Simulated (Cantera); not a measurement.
Input: 1 mol FeS, 0.64 mol H₂S, 0.13 mol H₂O, held at 1125 K and 860000 Pa.

Equilibrium computed with Cantera from the NASA thermochemical tables; the gas is ideal and each condensed phase is pure. Candidate condensed phases: Fe, FeO, Fe(OH)₂, Fe(OH)₃, FeS, FeSO₄, FeS₂, Fe₂O₃, Fe₂(SO₄)₃, Fe₃O₄, H₂O, H₂SO₄, S; 22 gas species. FeS: taken at fixed stoichiometry. Gases not in the tables: S₃ to S₇. The numbers say what is thermodynamically allowed, not how fast it happens.

Base state: H₂S 0.769, H₂O 0.165, H₂ 0.0437, S₂ 0.0217, SH 6.84e-5, SO₂ 3.92e-5, S₂O 3.36e-5 (mole fractions); condensed: FeS(s).

**Question.** What changes in the equilibrium state with this change: FeS replaced by MgO?

**Answer.** 
```tsv
species	before	after
H₂S	0.769	0.769
H₂O	0.165	0.165
H₂	0.0437	0.0437
SH	6.84e-5	6.84e-5
SO₂	3.92e-5	3.92e-5
S₂	0.0217	0.0217
S₂O	3.36e-5	3.36e-5
FeS(s), mol	1.00	0
MgO(s), mol	0	1.00
```
Further candidate phases: Mg, MgO, Mg(OH)₂, MgS, MgSO₄.

**Question.** What changes in the equilibrium state with this change: FeS replaced by Fe₂O₃?

**Answer.** 
```json
[
 {"species": "H₂O", "before": "0.165", "after": "0.799"},
 {"species": "SO₂", "before": "3.92e-5", "after": "0.168"},
 {"species": "H₂S", "before": "0.769", "after": "0.0230"},
 {"species": "H₂", "before": "0.0437", "after": "0.00239"},
 {"species": "S₂", "before": "0.0217", "after": "0.00650"},
 {"species": "SO", "before": "4.70e-7", "after": "2.27e-5"},
 {"species": "S₂O", "before": "3.36e-5", "after": "0.000889"},
 {"species": "SH", "before": "6.84e-5", "after": "8.75e-6"},
 {"species": "FeS(s), mol", "before": "1.00", "after": "0.448"},
 {"species": "Fe₃O₄(s), mol", "before": "0", "after": "0.517"}
]
```
Mutual solubility and eutectic melting of coexisting phases are not modelled.

**Question.** What changes in the equilibrium state with this change: temperature from 1125 K to 1400 K?

**Answer.** 
```csv
species,before,after
H₂S,0.769,0.637
H₂O,0.165,0.157
H₂,0.0437,0.137
S₂,0.0217,0.0678
SO,4.70e-7,1.36e-5
SH,6.84e-5,0.00102
S₂O,3.36e-5,0.000124
"FeS(s), mol",1.00,1.00
```
